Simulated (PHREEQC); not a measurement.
A solution holds 0.0079 mol/kgw NH3 and 0.00022 mol/kgw CO2, at 25 °C. Closed to the air; pH follows from the charge balance.

All values are PHREEQC results (ion-association model, phreeqc.dat), not measurements.

Precipitation was switched off in this run.

Task: What pH does the model give?

Result: pH 10.36.

Task: In which forms is C present?

Result: CO3-2 54 %, HCO3- 46 % of the C.
